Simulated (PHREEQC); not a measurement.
A solution holds 0.0053 mol NaBr, 0.0017 mol KF and 0.0037 mol Zn(NO3)2 per kg of water, at 25 °C. Closed to the air; pH follows from the charge balance.

Computed with PHREEQC (ion-association model, wateq4f.dat).

Each row changes one thing in this solution. Precipitation was switched off in this run.

| case | pH | F- (mol/kgw) | ZnF+ (mol/kgw) | ZnOH+ (mol/kgw) | HF (mol/kgw) | Zn(OH)2 (mol/kgw) | SI of Zincite(c) (ZnO) |
|---|---|---|---|---|---|---|---|
| as made | 6.03 | 0.00164 | 5.12e-5 | 2.97e-6 | 1.99e-6 | 3.19e-8 | -1.73 |
| temperature from 25 to 35 °C | 5.90 | 0.00164 | 5.70e-5 | 4.57e-6 | 3.20e-6 | 1.75e-8 | -1.47 |
| NaBr left out | 6.02 | 0.00164 | 5.47e-5 | 3.06e-6 | 2.08e-6 | 3.29e-8 | -1.72 |
| diluted 5-fold with water | 6.17 | 0.000337 | 2.72e-6 | 9.90e-7 | 3.19e-7 | 1.57e-8 | -2.04 |
| NaBr from 0.0053 to 0.00106 mol/kgw | 6.02 | 0.00164 | 5.39e-5 | 3.04e-6 | 2.06e-6 | 3.27e-8 | -1.72 |
| KF from 0.0017 to 0.00034 mol/kgw | 5.87 | 0.000328 | 1.05e-5 | 2.07e-6 | 5.87e-7 | 1.53e-8 | -2.05 |

Complexes and solids missing from the database can't appear.
